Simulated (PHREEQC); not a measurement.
A PHREEQC input (ion-association model, phreeqc.dat):

```
SOLUTION 1
  temp 25
  units mg/L
  pH 6.88
  pe 11.4
  Na 2.19
  K 0.429
  Ca 0.791
  Mg 0.137
  Cl 0.836
  S(6) 2.48 as SO4
  Alkalinity 4.75 as HCO3
  Si 0.00718 as SiO2
  Cd 0.00387
  O(0) 0.0617
  Ba 0.0217
  Li 0.00259
END
USE solution 1
EQUILIBRIUM_PHASES 1
  Quartz 0 0.5
  CO2(g) 2.5 10
END
```

The run finishes without an error or a warning.

Its last state differs from that of the intended input:

```tsv
quantity	as run	intended
pH	3.01	6.21
ionic strength (mol/kgw)	0.00122	0.000207
CO2 (mol/kgw)	2.41	0.000108
HCO3- (mol/kgw)	0.00109	7.84e-5
CaSO4 (mol/kgw)	6.01e-8	7.86e-8
MgSO4 (mol/kgw)	2.27e-8	2.96e-8
```

Q: One thing in the input isn't as intended. What explains the difference?

A: Several could match; the one computed here: The fault: the CO2 pressure typed with the wrong sign of its logarithm. The line should read `CO2(g) -2.5` where the input has `CO2(g) 2.5`.
